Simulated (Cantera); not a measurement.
Charge: 1 mol C3H8, a varied amount of O2, held at 827 °C and 13.3 mbar.

Cantera equilibrium calculation (NASA polynomials, part measured and part estimated; ideal gas, pure solids and liquids). Candidate condensed phases: C, C6H6, C7H8, C8H18, H2O; 110 gas species. Rates play no part.

Which condensed phases are stable at each of these points (n(O2) (mol)): 0.1, 0.13, 0.17, 0.22, 0.29, 0.38, 0.49, 0.64, 0.84, 1.1, 1.4, 1.9?


| n(O2) (mol) | condensed phases | C condensed (%) |
|---|---|---|
| 0.1 | C(graphite) | 93.3 |
| 0.13 | C(graphite) | 91.3 |
| 0.17 | C(graphite) | 88.6 |
| 0.22 | C(graphite) | 85.3 |
| 0.29 | C(graphite) | 80.6 |
| 0.38 | C(graphite) | 74.6 |
| 0.49 | C(graphite) | 67.3 |
| 0.64 | C(graphite) | 57.3 |
| 0.84 | C(graphite) | 44.0 |
| 1.1 | C(graphite) | 26.7 |
| 1.4 | C(graphite) | 6.7 |
| 1.9 | gas only | 0.0 |

From 0.1 mol O2 to 1.4 mol O2 the condensed part is C(graphite). At 1.9 mol O2 nothing is condensed.
